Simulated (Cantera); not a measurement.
An isothermal, constant-pressure homogeneous reactor starts with CH4 : CO2 : H2 = 1 : 20 : 1.6 (molar parts), at 1998 K and 3.06 atm.

Model: GRI-Mech 3.0 (53 species, 325 reactions), integrated in Cantera.

x: mole fraction; the columns are a selection and need not sum to one.

| t (s) | x CH4 | x CO2 | x H2 | x HO2 | x O2 | x C2H |
|---|---|---|---|---|---|---|
| 6.00e-6 | 0.0432 | 0.884 | 0.0703 | 2.24e-10 | 6.16e-10 | 5.19e-11 |
| 3.05e-5 | 0.0386 | 0.868 | 0.0632 | 3.36e-10 | 1.09e-8 | [?] |
| 0.000155 | 0.0212 | 0.793 | 0.0364 | 3.93e-10 | 7.29e-8 | [?] |
| 0.000791 | 0.00204 | 0.691 | 0.00862 | 5.37e-10 | 3.87e-7 | [?] |
| 0.00403 | 0.000136 | 0.643 | 0.00979 | 6.07e-10 | 1.41e-6 | [?] |
| 0.0205 | 1.14e-12 | 0.636 | 0.0102 | 1.42e-9 | 4.72e-6 | <1e-12 |
| 0.104 | <1e-12 | 0.636 | 0.0102 | 1.42e-9 | 4.72e-6 | <1e-12 |
| 0.531 | <1e-12 | 0.636 | 0.0102 | 1.42e-9 | 4.72e-6 | <1e-12 |
| 2.70 | <1e-12 | 0.636 | 0.0102 | 1.42e-9 | 4.72e-6 | <1e-12 |
| 13.8 | <1e-12 | 0.636 | 0.0102 | 1.42e-9 | 4.72e-6 | <1e-12 |
| 70.0 | <1e-12 | 0.636 | 0.0102 | 1.42e-9 | 4.72e-6 | <1e-12 |

### Question
Complete the blanks.

### Answer

- 3.05e-5, x C2H: 4.67e-8
- 0.000155, x C2H: 6.90e-7
- 0.000791, x C2H: 1.18e-6
- 0.00403, x C2H: 1.85e-7
